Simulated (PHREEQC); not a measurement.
Dissolve 0.095 mol/kgw NaH2PO4 and 0.0048 mol/kgw NH3 at 25 °C. Closed to the air; pH follows from the charge balance.

Equilibrium calculation in PHREEQC: ion-association model, phreeqc.dat.

```json
{
  "pH": "5.58",
  "ionic_strength": "0.104 mol/kgw",
  "specific_conductance": "6930 µS/cm",
  "density": "1.005 g/cm³",
  "total_alkalinity": "4.80 meq/kg"
}
```

```json
[
 {"species": "Na+", "molality": "0.0947", "activity": "0.0741", "log γ": "-0.106"},
 {"species": "H2PO4-", "molality": "0.0901", "activity": "0.0708", "log γ": "-0.105"},
 {"species": "NH4+", "molality": "0.00480", "activity": "0.00356", "log γ": "-0.130"},
 {"species": "HPO4-2", "molality": "0.00452", "activity": "0.00168", "log γ": "-0.430"},
 {"species": "NaHPO4-", "molality": "0.000309", "activity": "0.000243", "log γ": "-0.105"},
 {"species": "H3PO4", "molality": "2.67e-5", "activity": "2.73e-5", "log γ": "0.010"}
]
```

No solid was allowed to form.
